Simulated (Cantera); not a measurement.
What does this Cantera script print?

```python
import numpy as np
import cantera as ct

gas = ct.Solution("gri30.yaml")


def delay(T, t_max=10):
    gas.TPX = T, 63000, {'H2': 1, 'O2': 0.595, 'N2': 2.24, 'NO': 0.0047}
    reactor = ct.IdealGasReactor(gas, clone=False)
    net = ct.ReactorNet([reactor])
    net.rtol, net.atol = 1e-8, 1e-16
    while net.time < t_max:
        t_old, T_old = net.time, reactor.T
        net.step()
        if reactor.T > T + 400:  # ignition: a rise of 400 K
            return t_old + (T + 400 - T_old) / (reactor.T - T_old) * (net.time - t_old)
    return np.nan


taus = []
for T in [1275, 1375, 1475, 1575, 1675, 1775, 1875, 1975, 2075]:
    taus.append(delay(T))
    print(f"T0 = {T:6g} K   tau = {taus[-1]:.4e} s")
```

It prints:

```
T0 =   1275 K   tau = 5.0931e-05 s
T0 =   1375 K   tau = 3.6886e-05 s
T0 =   1475 K   tau = 2.9877e-05 s
T0 =   1575 K   tau = 2.6742e-05 s
T0 =   1675 K   tau = 2.6029e-05 s
T0 =   1775 K   tau = 2.7016e-05 s
T0 =   1875 K   tau = 2.9328e-05 s
T0 =   1975 K   tau = 3.2780e-05 s
T0 =   2075 K   tau = 3.7302e-05 s
```

Computed with Cantera and GRI-Mech 3.0 (53 species, 325 reactions). The mechanism lacks 2 NO + O2 → 2 NO2 and HONO, so NO2 and the effect of NO are under-described below about 1400 K. Where the delays flatten at high temperature, the 400 K rule measures the pace of heat release, not the induction time.
